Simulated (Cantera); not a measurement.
Hydrogen reduction and annealing atmospheres: Cu₂O + H₂ + H₂O

Charge: 1 mol Cu₂O, 140 mol H₂, 8.1 mol H₂O.

Equilibrium computed with Cantera from the NASA thermochemical tables; the gas is ideal and each condensed phase is pure. Candidate condensed phases: Cu, CuO, Cu(OH)₂, Cu₂O, H₂O; 12 gas species. The numbers say what is thermodynamically allowed, not how fast it happens.

Stable condensed phases:

```
T in K \ P in Pa
              10      52     270    1400    7200   37000  190000 1000000
   1925        A       A       A       A       A       B       B       B
   1900        A       A       A       A       A       B       B       B
   1875        A       A       A       A       A       B       B       B
   1850        A       A       A       A       B       B       B       B
   1825        A       A       A       A       B       B       B       B
   1800        A       A       A       A       B       B       B       B
   1775        A       A       A       A       B       B       B       B
   1750        A       A       A       A       B       B       B       B
   1725        A       A       A       A       B       B       B       B
   1700        A       A       A       B       B       B       B       B
```

A: gas only; B: Cu.
